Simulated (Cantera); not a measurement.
Cantera run:

```python
import numpy as np
import cantera as ct

gas_names = """
    TaO2 N NO2 O2
""".split()
cond_names = """
    Ta(cr) Ta(L) Ta2O5(s) Ta2O5(L)
""".split()


# ... load() reads the species with a 1 bar reference pressure and builds the phases ...
species = {s.name: s for s in load("nasa_gas.yaml", gas_names) + load("nasa_condensed.yaml", cond_names)}
# Each term lists the table entries of one substance; the one whose range holds T is used.
reactions = {
    'TaO2(g) + N(g) = NO2(g) + Ta':
        [(-1, ['TaO2']), (-1, ['N']), (1, ['NO2']), (1, ['Ta(cr)', 'Ta(L)'])],
    '2 Ta2O5 = 4 TaO2(g) + O2(g)':
        [(-2, ['Ta2O5(s)', 'Ta2O5(L)']), (4, ['TaO2']), (1, ['O2'])],
}


def pick(names, T):
    return next(species[n] for n in names if species[n].thermo.min_temp <= T <= species[n].thermo.max_temp)


results = []
for label, terms in reactions.items():
    print(label)
    print("     T/K   dH/kJ  dS/(J/K)   dG/kJ   log10 K")
    for T in [2500, 2600, 2700, 2800, 2900]:
        used = [(nu, pick(names, T)) for nu, names in terms]
        dH = sum(nu * s.thermo.h(T) for nu, s in used) / 1e6
        dS = sum(nu * s.thermo.s(T) for nu, s in used) / 1e3
        dG = dH - T * dS / 1e3
        logK = -dG * 1e6 / (ct.gas_constant * T * np.log(10))
        results.append((label, T, dH, dS, dG, logK, [s.name for _, s in used]))
        print(f"{T:8g} {dH:8.1f} {dS:8.1f} {dG:8.1f} {logK:8.2f}")
```

Result:

```
TaO2(g) + N(g) = NO2(g) + Ta
     T/K   dH/kJ  dS/(J/K)   dG/kJ   log10 K
    2500   -223.1   -144.0    137.0    -2.86
    2600   -221.6   -143.5    151.4    -3.04
    2700   -220.0   -142.8    165.7    -3.21
    2800   -218.2   -142.2    180.0    -3.36
    2900   -216.4   -141.6    194.1    -3.50
2 Ta2O5 = 4 TaO2(g) + O2(g)
     T/K   dH/kJ  dS/(J/K)   dG/kJ   log10 K
    2500   2764.6    693.2   1031.5   -21.55
    2600   2743.3    684.9    962.6   -19.34
    2700   2722.2    676.9    894.5   -17.30
    2800   2701.1    669.2    827.2   -15.43
    2900   2680.0    661.9    760.6   -13.70
```

Standard-state values (1 bar) from the NASA 1993 polynomials, evaluated with Cantera. Condensed species are held in their standard states even where they would react or evaporate.
